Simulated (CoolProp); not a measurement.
Vapour-liquid equilibrium of dimethyl ether (1) + R236EA (2) at 3.6 bar; x and y are mole fractions of (1).

Values from CoolProp's multi-fluid Helmholtz-energy mixture model, Wu 2011 and Rui 2013; pair parameters Bell 2016.

```json
[
 {"x": "0.05", "bubble temperature (K)": "315.0", "y at the bubble point": "0.057", "dew temperature at overall composition x (K)": "315.0", "liquid density (mol/L)": "9.214"},
 {"x": "0.15", "bubble temperature (K)": "314.3", "y at the bubble point": "0.180", "dew temperature at overall composition x (K)": "314.5", "liquid density (mol/L)": "9.647"},
 {"x": "0.25", "bubble temperature (K)": "313.0", "y at the bubble point": "0.317", "dew temperature at overall composition x (K)": "313.7", "liquid density (mol/L)": "10.12"},
 {"x": "0.35", "bubble temperature (K)": "310.9", "y at the bubble point": "0.466", "dew temperature at overall composition x (K)": "312.6", "liquid density (mol/L)": "10.62"},
 {"x": "0.45", "bubble temperature (K)": "307.7", "y at the bubble point": "0.615", "dew temperature at overall composition x (K)": "311.1", "liquid density (mol/L)": "11.18"},
 {"x": "0.55", "bubble temperature (K)": "303.5", "y at the bubble point": "0.751", "dew temperature at overall composition x (K)": "309.2", "liquid density (mol/L)": "11.79"},
 {"x": "0.65", "bubble temperature (K)": "298.5", "y at the bubble point": "0.858", "dew temperature at overall composition x (K)": "306.8", "liquid density (mol/L)": "12.45"},
 {"x": "0.75", "bubble temperature (K)": "293.1", "y at the bubble point": "0.931", "dew temperature at overall composition x (K)": "303.5", "liquid density (mol/L)": "13.14"},
 {"x": "0.85", "bubble temperature (K)": "288.0", "y at the bubble point": "0.973", "dew temperature at overall composition x (K)": "298.9", "liquid density (mol/L)": "13.85"},
 {"x": "0.95", "bubble temperature (K)": "283.7", "y at the bubble point": "0.994", "dew temperature at overall composition x (K)": "291.1", "liquid density (mol/L)": "14.56"}
]
```

No azeotrope shows between x = 0.05 and 0.95.

The pair parameters rest on a limited set of measurements; away from them the model extrapolates.
